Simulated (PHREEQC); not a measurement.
Dissolve 0.26 mol HF, 0.0013 mol NH4HF2, 0.0032 mol H2SiF6 and 0.015 mol H3PO4 per kg of water at 89 °C. Closed to the air; pH follows from the charge balance.

Equilibrium calculation in PHREEQC: ion-association model, phreeqc.dat.

Each row changes one thing in this solution. No solid was allowed to form.

```
case                                  pH  ionic strength (mol/kgw)  HF (mol/kgw)  HF2- (mol/kgw)  F- (mol/kgw)  NH3 (mol/kgw)  SI of Quartz (SiO2)
----------------------------------  ----  ------------------------  ------------  --------------  ------------  -------------  -------------------
as made                             1.84                    0.0209         0.251         0.00402       0.00385        1.73e-9                -5.35
temperature from 89 to 15 °C        1.63                    0.0313         0.237         0.00797       0.00959       1.26e-11               -10.17
temperature from 89 to 35 °C        1.68                    0.0284         0.240         0.00746       0.00758       5.83e-11                -8.85
H3PO4 left out                      1.91                    0.0186         0.249         0.00456       0.00440        2.03e-9                -5.45
temperature from 89 to 65 °C        1.77                    0.0241         0.246         0.00569       0.00526     (withheld)                -6.90
diluted 2-fold with water           2.06                    0.0119         0.125         0.00160       0.00307        1.50e-9                -4.21
temperature from 89 to 80 °C        1.81                    0.0220         0.249         0.00464       0.00434        1.05e-9                -5.93
H3PO4 from 0.015 to 0.0135 mol/kgw  1.85                    0.0207         0.251         0.00406       0.00390        1.76e-9                -5.36
diluted 5-fold with water           2.33                   0.00593        0.0495        0.000449    (withheld)        1.16e-9                -2.67
```

Task: Complete the blanks.

Result: 
- temperature from 89 to 65 °C, NH3 (mol/kgw): 4.31e-10
- diluted 5-fold with water, F- (mol/kgw): 0.00218

Species that the database lacks are ignored. Away from 25 °C the constants follow the database's enthalpies or fits; those with neither stay at their 25 °C values. SiF6-2 is the database's only silicon fluoride.
